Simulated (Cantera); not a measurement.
Charge: 1 mol Si, 0.23 mol H2O, 7.1 mol H2, equilibrated at 0.0480 bar.

Equilibrium computed with Cantera from the NASA thermochemical tables; the gas is ideal and each condensed phase is pure. Candidate condensed phases: H2O, Si, SiO2; 18 gas species. Mutual solubility and eutectic melting of coexisting phases are not modelled. The tables hold silica as quartz up to 1696 K and as liquid above; real silica turns to tridymite and cristobalite and melts near 1996 K. Gases not in the tables: Si2H6 and higher silanes. Equilibrium is a limit: real reactors are often held back by kinetics, nucleation or transport.

Which condensed phases are stable at each of these points (T (K)): 1275, 1375, 1475, 1575, 1675, 1775, 1875, 1975?


| T (K) | condensed phases | Si condensed (%) |
|---|---|---|
| 1275 | Si(s) + SiO2(β-quartz) | 99.9 |
| 1375 | Si(s) + SiO2(β-quartz) | 99.3 |
| 1475 | Si(s) + SiO2(β-quartz) | 95.0 |
| 1575 | Si(s) | 77.0 |
| 1675 | Si(s) | 77.0 |
| 1775 | Si(l) | 76.9 |
| 1875 | Si(l) | 76.8 |
| 1975 | Si(l) | 76.3 |

From 1275 K to 1475 K the condensed part is Si(s) + SiO2(β-quartz). From 1575 K to 1675 K the condensed part is Si(s). From 1775 K to 1975 K the condensed part is Si(l).
